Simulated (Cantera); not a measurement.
Charge: 1 mol SiC, 0.058 mol O2, a varied amount of H2, equilibrated at 1475 K and 13.3 mbar.

Cantera equilibrium calculation (NASA polynomials, part measured and part estimated; ideal gas, pure solids and liquids). Candidate condensed phases: C, C6H6, C7H8, C8H18, H2O, Si, SiC, SiO2; 123 gas species. Mutual solubility and eutectic melting of coexisting phases are not modelled. The tables hold silica as quartz up to 1696 K and as liquid above; real silica turns to tridymite and cristobalite and melts near 1996 K. Rates play no part.

Q: Which condensed phases are stable at each of these points (n(H2) (mol)): 1.1, 2.3, 4.5, 8.9, 18, 35, 70, 140?

A: 
| n(H2) (mol) | condensed phases | Si condensed (%) |
|---|---|---|
| 1.1 | SiC(s) + SiO2(β-quartz) | 99.3 |
| 2.3 | SiC(s) + SiO2(β-quartz) | 98.2 |
| 4.5 | SiC(s) + SiO2(β-quartz) | 95.8 |
| 8.9 | SiC(s) | 94.2 |
| 18 | SiC(s) | 94.2 |
| 35 | SiC(s) | 94.2 |
| 70 | SiC(s) | 94.2 |
| 140 | SiC(s) | 94.2 |

From 1.1 mol H2 to 4.5 mol H2 the condensed part is SiC(s) + SiO2(β-quartz). From 8.9 mol H2 to 140 mol H2 the condensed part is SiC(s).
